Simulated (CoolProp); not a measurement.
Isobutane along the isotherm 575 K: fugacity coefficient from the reference equation and from simpler models built on Tc = 407.8 K, pc = 3.629 MPa, ω = 0.184; each cubic takes its own stable root.

Computed with CoolProp (reference Helmholtz-energy equation of state, Bücker 2006).

| p (MPa) | phase | reference |
|---|---|---|
| 1.13 | gas | 0.9683 |
| 2.27 | gas | 0.9375 |
| 3.4 | gas | 0.9084 |
| 4.54 | supercritical | 0.8803 |
| 5.67 | supercritical | 0.8539 |
| 6.8 | supercritical | 0.8289 |
| 7.94 | supercritical | 0.8053 |
| 9.07 | supercritical | 0.7836 |

Question: How far does each simpler model (van der Waals, Redlich-Kwong, Soave-Redlich-Kwong, Peng-Robinson) lie from the reference over these 8 states: mean and median of the absolute difference, and the worst?

Answer: 
- van der Waals: mean 3.9 %, median 3.7 %, worst -7.4 % at 575 K and 9.07 MPa
- Redlich-Kwong: mean 2.2 %, median 2.3 %, worst -3.8 % at 575 K and 9.07 MPa
- Soave-Redlich-Kwong: mean 1.4 %, median 1.3 %, worst +2.9 % at 575 K and 9.07 MPa
- Peng-Robinson: mean 1.7 %, median 1.9 %, worst -2.4 % at 575 K and 9.07 MPa
